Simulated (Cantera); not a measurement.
Input: 1 mol SiH2Cl2, 1.2 mol C2H4, 9.7 mol H2, at 1330 Pa.

Cantera equilibrium calculation (NASA polynomials, part measured and part estimated; ideal gas, pure solids and liquids). Candidate condensed phases: C, C6H6, C7H8, C8H18, Si, SiC; 109 gas species. The tables' values for SiCl3, SiCl are old estimates; treat these amounts as uncertain. Equilibrium is a limit: real reactors are often held back by kinetics, nucleation or transport.

log p: log10 of the partial pressure in bar; n: condensed amount in mol.

| T (°C) | log p H2 | log p HCl | log p H | log p SiCl2 | n C(graphite) | n SiC(s) |
|---|---|---|---|---|---|---|
| 825 | -1.94 | -2.74 | -8.58 | -6.30 | 1.41 | 0.980 |
| 900 | -1.94 | -2.73 | -7.90 | -6.01 | 1.40 | 0.993 |
| 975 | -1.94 | -2.73 | -7.30 | -5.76 | 1.40 | 0.996 |
| 1050 | -1.94 | -2.73 | -6.77 | -5.55 | 1.40 | 0.996 |
| 1125 | -1.94 | -2.73 | -6.30 | -5.36 | 1.40 | 0.995 |
| 1200 | -1.94 | -2.73 | -5.87 | -5.20 | 1.41 | 0.993 |
| 1275 | -1.94 | -2.73 | -5.48 | -5.05 | 1.41 | 0.990 |
| 1350 | -1.94 | -2.73 | -5.13 | -4.92 | 1.41 | 0.987 |
| 1425 | -1.94 | -2.73 | [?] | [?] | 1.42 | 0.983 |
| 1500 | -1.94 | -2.73 | [?] | [?] | 1.42 | 0.978 |
| 1575 | -1.94 | -2.74 | -4.25 | -4.60 | 1.42 | 0.973 |
| 1650 | -1.94 | -2.74 | -4.00 | -4.51 | 1.42 | 0.966 |

### Question
What belongs in the gaps?

### Answer

- 1425, log p H: -4.81
- 1425, log p SiCl2: -4.80
- 1500, log p H: -4.52
- 1500, log p SiCl2: -4.69
